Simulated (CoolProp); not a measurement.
Vapour-liquid equilibrium of ethylbenzene (1) + m-xylene (2) at 341.3 K; x and y are mole fractions of (1).

Values from CoolProp's multi-fluid Helmholtz-energy mixture model, Zhou 2012 and Zhou 2012; pair parameters Bell 2016.

| x | bubble pressure, mixture model (MPa) | bubble pressure, Raoult's law (MPa) | y, mixture model | y, Raoult's law |
|---|---|---|---|---|
| 0.05 | 0.009445 | 0.009432 | 0.057 | 0.056 |
| 0.2 | 0.009641 | 0.009597 | 0.221 | 0.218 |
| 0.35 | 0.009825 | 0.009761 | 0.377 | 0.376 |
| 0.5 | 0.009996 | 0.009926 | 0.528 | 0.528 |
| 0.65 | 0.01015 | 0.01009 | 0.673 | 0.675 |
| 0.8 | 0.01030 | 0.01025 | 0.814 | 0.817 |
| 0.95 | 0.01043 | 0.01042 | 0.954 | 0.955 |

The largest gap from Raoult's law is +0.7 % in bubble pressure, at x = 0.5. No azeotrope shows between x = 0.05 and 0.95.

The pair parameters rest on a limited set of measurements; away from them the model extrapolates.
